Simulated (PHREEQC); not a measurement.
A solution holds 0.15 mol NaCl, 0.22 mol BaCl2 and 0.00023 mol LiCl per kg of water, at 25 °C. Closed to the air; pH follows from the charge balance.

All values are PHREEQC results (ion-association model, phreeqc.dat), not measurements.

No solid was allowed to form.

Question: Estimate the activity of water, density.

Answer: activity of water 0.984; density 1.042 g/cm³.

Caution: at this ionic strength the ion-association model is outside its range; a Pitzer model would be the better tool where its parameters exist.
